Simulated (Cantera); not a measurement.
Cantera run, input and output.

```python
import numpy as np
import cantera as ct

gas = ct.Solution("h2o2.yaml")
gas.TPX = 1300, 13332, {'H2': 0.56, 'O2': 1, 'N2': 3.6}
reactor = ct.IdealGasConstPressureReactor(gas, energy="off", clone=False)
net = ct.ReactorNet([reactor])
net.rtol, net.atol = 1e-08, 1e-18
show = ['H2', 'O2', 'O', 'H2O', 'H', 'OH', 'HO2']
times = np.geomspace(0.0009, 6, 12)

steps = ct.SolutionArray(gas, extra=["t"])
rows = []
print(f"{'t/s':>10s}{'T/K':>9s}{'P/Pa':>11s}" + "".join(f"{s:>11s}" for s in show))
for t in times:
    while net.time < t:
        t_next = net.step()
        steps.append(gas.state, t=t_next)
    rows.append([np.interp(t, steps.t, y) for y in (steps.T, steps.P, *steps(*show).X.T)])
    print(f"{t:10.3e}{rows[-1][0]:9.1f}{rows[-1][1]:11.4g}" + "".join(f"{x:11.3e}" for x in rows[-1][2:]))
rate = np.gradient(steps.T, steps.t)
print("integrator steps:", len(steps.t))
if steps.T.max() > steps.T[0] + 200:
    print(f"time of steepest temperature rise: {steps.t[rate.argmax()]:.4e} s")
gas.TPX = 1300, 13332, {'H2': 0.56, 'O2': 1, 'N2': 3.6}
gas.equilibrate("TP")
print(f"equilibrium (TP): T = {gas.T:.1f} K  " + "  ".join(f"{s} {gas[s].X[0]:.3e}" for s in show))
```

It prints:

```
       t/s      T/K       P/Pa         H2         O2          O        H2O          H         OH        HO2
 9.000e-04   1300.0  1.333e+04  4.987e-03  1.428e-01  1.338e-02  9.745e-02  1.523e-02  4.404e-03  1.146e-05
 2.004e-03   1300.0  1.333e+04  1.860e-03  1.454e-01  4.543e-03  1.093e-01  3.061e-03  2.656e-03  1.028e-05
 4.462e-03   1300.0  1.333e+04  3.851e-04  1.469e-01  9.068e-04  1.135e-01  2.694e-04  1.183e-03  5.935e-06
 9.934e-03   1300.0  1.333e+04  6.800e-05  1.473e-01  1.606e-04  1.144e-01  2.003e-05  4.988e-04  1.963e-06
 2.212e-02   1300.0  1.333e+04  1.461e-05  1.475e-01  3.553e-05  1.146e-01  2.083e-06  2.356e-04  5.543e-07
 4.925e-02   1300.0  1.333e+04  4.014e-06  1.475e-01  1.009e-05  1.147e-01  3.143e-07  1.257e-04  1.751e-07
 1.097e-01   1300.0  1.333e+04  1.325e-06  1.475e-01  3.413e-06  1.147e-01  6.175e-08  7.310e-05  6.486e-08
 2.441e-01   1300.0  1.333e+04  4.968e-07  1.475e-01  1.301e-06  1.147e-01  1.452e-08  4.511e-05  2.983e-08
 5.436e-01   1300.0  1.333e+04  2.081e-07  1.475e-01  5.498e-07  1.147e-01  3.999e-09  2.931e-05  1.938e-08
 1.210e+00   1300.0  1.333e+04  1.047e-07  1.475e-01  2.765e-07  1.147e-01  1.440e-09  2.077e-05  1.785e-08
 2.695e+00   1300.0  1.333e+04  7.494e-08  1.475e-01  1.967e-07  1.147e-01  8.751e-10  1.751e-05  1.846e-08
 6.000e+00   1300.0  1.333e+04  7.152e-08  1.475e-01  1.874e-07  1.147e-01  8.161e-10  1.710e-05  1.860e-08
integrator steps: 1919
equilibrium (TP): T = 1300.0 K  H2 7.148e-08  O2 1.475e-01  O 1.873e-07  H2O 1.147e-01  H 8.155e-10  OH 1.709e-05  HO2 1.860e-08
```

Computed with Cantera and the H2/O2 subset of GRI-Mech 3.0, which has no nitrogen chemistry. The temperature is held fixed by assumption; the heat of reaction is taken as removed at once.
